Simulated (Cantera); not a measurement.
An isothermal, constant-pressure homogeneous reactor starts with C2H6 : N2 = 1 : 2.2 (molar parts), at 1198 K and 0.000180 bar. Integrator tolerance rtol = 1e-08.

Computed with Cantera and GRI-Mech 3.0 (53 species, 325 reactions). GRI-Mech 3.0 stops at C3 and has no aromatics, soot or wall deposition, so with more carbon than oxygen in the feed, carbon stays in small species such as C2H2 where larger ones or solid carbon would form. Radical loss at walls, strong at low pressure, is not modelled.

| quantity | before | after |
|---|---|---|
| x(C2H6) at 20.0 s | 0.00269 (gas-phase equilibrium 1.38e-9) | 5.41e-6 (gas-phase equilibrium 2.51e-12) |
| x(HCN) at 20.0 s | 1.74e-9 (gas-phase equilibrium 0.0847) | 3.24e-7 (gas-phase equilibrium 0.109) |
| x(C2H2) at 20.0 s | 0.0454 (gas-phase equilibrium 0.150) | 0.160 (gas-phase equilibrium 0.138) |
| x(C2H) at 20.0 s | 8.19e-10 (gas-phase equilibrium 6.14e-10) | 6.80e-8 (gas-phase equilibrium 3.48e-7) |
| x(H) at 20.0 s | 1.69e-5 (gas-phase equilibrium 8.83e-6) | 7.22e-5 (gas-phase equilibrium 0.000603) |

Problem. Name the change that produced these shifts.
(A) temperature 1198 to 1950 K
(B) temperature 1198 to 1475 K
(C) N2 2.2 to 3.8 parts
(D) C2H6 1 to 0.55 parts

Solution. B, temperature 1198 to 1475 K
